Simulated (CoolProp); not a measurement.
p-xylene along the isobar 5200 kPa: fugacity coefficient from the reference equation and from simpler models built on Tc = 616.2 K, pc = 3532 kPa, ω = 0.324; each cubic takes its own stable root.

Computed with CoolProp (reference Helmholtz-energy equation of state, Zhou 2012).

```csv
T (K),phase,reference,van der Waals,Redlich-Kwong,Peng-Robinson
389.8,liquid,0.01266,0.1015,0.02934,0.01271
402,liquid,0.01787,0.1173,0.03871,0.01797
414.3,liquid,0.02464,0.1345,0.05005,0.02483
426.5,liquid,0.03310,0.1527,0.06332,0.03343
438.8,liquid,0.04362,0.1723,0.07883,0.04416
451,liquid,0.05625,0.1927,0.09637,0.05707
463.2,liquid,0.07125,0.2142,0.1161,0.07244
475.5,liquid,0.08893,0.2368,0.1381,0.09062
487.7,liquid,0.1091,0.2601,0.1621,0.1114
499.9,liquid,0.1321,0.2842,0.1882,0.1351
512.2,liquid,0.1580,0.3091,0.2163,0.1619
524.4,liquid,0.1865,0.3345,0.2460,0.1912
```
